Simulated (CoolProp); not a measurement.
The numbers come from the reference Helmholtz-energy equation of state, Smukala 2000 in CoolProp.

For ethylene, give the phase and the Joule-Thomson coefficient (K/MPa) at 236.9 K and 95.5 bar; 292.9 K and 3.32 bar.


- 236.9 K and 95.5 bar: liquid; Joule-Thomson coefficient -0.110
- 292.9 K and 3.32 bar: gas; Joule-Thomson coefficient 10.7
